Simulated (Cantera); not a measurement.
Charge: 1 mol B2O3, 0.26 mol O2, 0.9 mol N2, at 0.360 bar.

Equilibrium computed with Cantera from the NASA thermochemical tables; the gas is ideal and each condensed phase is pure. Candidate condensed phases: B, BN, B2O3; 17 gas species. Kinetics and transport are ignored. All values below are at 1850 °C.

Base state: N2 0.437, B2O3 0.412, O2 0.117, BO2 0.0278, NO 0.00584, O 0.000927, BO 6.79e-5 (mole fractions); condensed: B2O3(l).

### Question
What changes in the equilibrium state with this change: 0.0022 mol NH3 added?

### Answer
```csv
species,before,after
N2,0.437,0.435
B2O3,0.412,0.412
O2,0.117,0.115
HBO2,0,0.00318
BO2,0.0278,0.0277
OH,0,2.22e-5
NO,0.00584,0.00580
"B2O3(l), mol",0.127,0.120
```
Further candidate phases: B3O3H3, H2O.
